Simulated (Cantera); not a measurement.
A freely propagating, adiabatic, planar premixed flame of 33.5 % H₂, 14.0 % O₂, 52.6 % N₂, equivalence ratio 1.2, unburnt at 475 K and 30000 Pa; multicomponent+Soret transport, grid criteria slope 0.08 and curve 0.16, no radiation.

Computed with Cantera and the H2/O2 subset of GRI-Mech 3.0, which has no nitrogen chemistry. Burning velocities carry a grid error of a few per cent, more on coarse grids.

x: mole fraction of selected species; z is measured from the peak of heat release.

```csv
z (mm),T (K),u (m/s),x H₂,x O₂,x OH,x H,x H₂O₂,x HO₂
-6.09,475,4.60,0.335,0.140,<1e-8,<1e-8,<1e-8,<1e-8
-4.06,475,4.60,0.335,0.140,<1e-8,<1e-8,<1e-8,<1e-8
-3.05,475,4.60,0.335,0.140,<1e-8,<1e-8,<1e-8,<1e-8
-2.03,475,4.60,0.335,0.140,<1e-8,<1e-8,<1e-8,5.40e-8
-1.02,481,4.63,0.329,0.141,2.03e-5,5.66e-5,2.11e-6,0.000103
-0.508,676,6.32,0.293,0.137,0.000621,0.00637,1.17e-5,9.20e-5
0,(withheld),10.3,(withheld),(withheld),(withheld),(withheld),1.38e-6,(withheld)
0.508,1438,13.0,0.0761,0.0286,0.00811,0.0862,1.32e-6,8.85e-6
1.02,1564,14.0,0.0674,0.0192,0.0105,0.0811,9.39e-7,5.28e-6
2.03,1707,15.2,0.0700,0.0159,0.0128,0.0679,5.37e-7,3.76e-6
4.06,1861,16.4,0.0721,0.0130,0.0145,0.0534,2.79e-7,2.65e-6
8.13,2016,17.5,0.0723,0.00987,0.0152,0.0397,1.49e-7,1.79e-6
16.3,2160,18.6,0.0709,0.00687,0.0146,0.0279,8.87e-8,1.20e-6
```

**Question.** Complete the blanks.

**Answer.** 
- 0, T (K): 1138
- 0, x H₂: 0.170
- 0, x O₂: 0.0896
- 0, x OH: 0.00299
- 0, x H: 0.0546
- 0, x HO₂: 3.05e-5
